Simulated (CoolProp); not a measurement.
Properties of ethylene along the isotherm 310.8 K.

Values from CoolProp's reference Helmholtz-energy equation of state, Smukala 2000.

```
p (kPa)          phase       Z  speed of sound (m/s)
-------  -------------  ------  --------------------
5600     supercritical  0.6525                     ?
11200    supercritical  0.4033                 398.6
16800    supercritical  0.5062                 560.2
22400    supercritical       ?                 668.0
28000    supercritical       ?                     ?
33600    supercritical       ?                     ?
39200    supercritical  0.9676                 881.4
44800    supercritical   1.078                 935.1
50400    supercritical       ?                 983.6
```

Problem. Complete the blanks.

Solution. 
- 5600, speed of sound (m/s): 272.2
- 22400, Z: 0.6234
- 28000, Z: 0.7401
- 28000, speed of sound (m/s): 751.6
- 33600, Z: 0.8549
- 33600, speed of sound (m/s): 821.2
- 50400, Z: 1.187
